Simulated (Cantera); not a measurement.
An adiabatic, constant-pressure homogeneous reactor starts with CH₃OH : O₂ : N₂ = 1 : 1.15 : 4.34 (molar parts), equivalence ratio 1.3, at 1273 K and 1.00 bar.

Cantera simulation using GRI-Mech 3.0 (53 species, 325 reactions); the numbers are that mechanism's predictions, not measurements. GRI-Mech 3.0 was tuned for natural gas; its chemistry of methanol as a main component is partial and can be far from experiment.

Problem. Predict: time of steepest temperature rise; temperature at 2.00 s; equilibrium temperature; x(O₂) at 2.00 s; x(NO) at 2.00 s; x(H₂) at 2.00 s; x(H₂O₂) at 2.00 s; x(HO₂) at 2.00 s.

Solution. 
| Property | Result |
|---|---|
| time of steepest temperature rise | 2.94 ms |
| temperature at 2.00 s | 2636 K |
| equilibrium temperature | 2636 K |
| x(O₂) at 2.00 s | 0.00419 (gas-phase equilibrium 0.00419) |
| x(NO) at 2.00 s | 0.00351 (gas-phase equilibrium 0.00351) |
| x(H₂) at 2.00 s | 0.0379 (gas-phase equilibrium 0.0379) |
| x(H₂O₂) at 2.00 s | 1.32e-7 (gas-phase equilibrium 1.32e-7) |
| x(HO₂) at 2.00 s | 1.57e-6 (gas-phase equilibrium 1.57e-6) |
